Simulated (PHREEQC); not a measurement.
1 kg of water holding 0.0096 mol KHCO3, 0.13 mol KCl, 0.093 mol K2SO4 and 0.029 mol K2CO3 is evaporated at 25 °C; the solids stay in contact with the brine. CO2 is held at log p = -3.4 (atm). Only these solids could form: Arcanite, Kalicinite, Misenite, Sylvite.

Base run: PHREEQC, Pitzer model, pitzer.dat. Each further column changes one thing. The table gives ionic strength.

```json
[
 {"H2O removed (mol)": "0", "base": "0.494", "temperature from 25 to 5 °C": "[?]"},
 {"H2O removed (mol)": "18.01", "base": "0.735", "temperature from 25 to 5 °C": "[?]"},
 {"H2O removed (mol)": "34.69", "base": "1.33", "temperature from 25 to 5 °C": "1.32"},
 {"H2O removed (mol)": "41.44", "base": "1.98", "temperature from 25 to 5 °C": "1.62"},
 {"H2O removed (mol)": "46.01", "base": "2.30", "temperature from 25 to 5 °C": "1.90"},
 {"H2O removed (mol)": "49.09", "base": "2.70", "temperature from 25 to 5 °C": "[?]"},
 {"H2O removed (mol)": "51.94", "base": "3.96", "temperature from 25 to 5 °C": "3.79"},
 {"H2O removed (mol)": "53.1", "base": "5.49", "temperature from 25 to 5 °C": "5.39"},
 {"H2O removed (mol)": "53.88", "base": "7.17", "temperature from 25 to 5 °C": "6.39"},
 {"H2O removed (mol)": "54.41", "base": "8.28", "temperature from 25 to 5 °C": "7.59"},
 {"H2O removed (mol)": "54.9", "base": "11.2", "temperature from 25 to 5 °C": "10.7"},
 {"H2O removed (mol)": "55.09", "base": "14.5", "temperature from 25 to 5 °C": "[?]"}
]
```

Q: Fill in the missing entries.

A: 
- 0, temperature from 25 to 5 °C: 0.489
- 18.01, temperature from 25 to 5 °C: 0.728
- 49.09, temperature from 25 to 5 °C: 2.39
- 55.09, temperature from 25 to 5 °C: 14.2

 At this temperature some constants are extrapolated from 25 °C, and those without enthalpy data are left unchanged.
